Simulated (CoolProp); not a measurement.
Saturated liquid density (kg/m³) of dimethyl carbonate: the reference equation beside estimates from Tc = 557.0 K, pc = 49.09 bar, ω = 0.346. Rackett uses Z = 0.29056 − 0.08775 ω.

Computed with CoolProp (reference Helmholtz-energy equation of state, Zhou 2011).

| T (K) | reference | Rackett | van der Waals | Peng-Robinson |
|---|---|---|---|---|
| 409.9 | 904.2 | … | 527.3 | 911.8 |
| 414.2 | 897.4 | 913.9 | 523.3 | 904.2 |
| 418.5 | 890.5 | 906.7 | 519.3 | 896.4 |
| 422.8 | 883.5 | 899.4 | 515.2 | 888.4 |
| 427.1 | 876.4 | 891.9 | … | 880.2 |
| 431.4 | 869.3 | 884.4 | 506.7 | 871.8 |
| 435.6 | 862.2 | … | 502.5 | 863.3 |
| 439.9 | 854.8 | 869.1 | 498.1 | 854.5 |
| 444.2 | 847.3 | 861.2 | … | 845.3 |
| 448.5 | 839.8 | 853.1 | 489.0 | 835.9 |
| 452.8 | 832.0 | 844.9 | 484.3 | 826.2 |
| 457.1 | 824.2 | 836.5 | 479.5 | 816.2 |
| 461.4 | 816.2 | 827.9 | 474.5 | … |

### Question
Fill in the missing entries.

### Answer

- 409.9, Rackett: 921.0
- 427.1, van der Waals: 511.0
- 435.6, Rackett: 876.9
- 444.2, van der Waals: 493.6
- 461.4, Peng-Robinson: 805.9

Absolute difference from the reference over all 13 rows, mean and median: Rackett 1.7 and 1.7 %, van der Waals 41.7 and 41.7 %, Peng-Robinson 0.6 and 0.6 %.
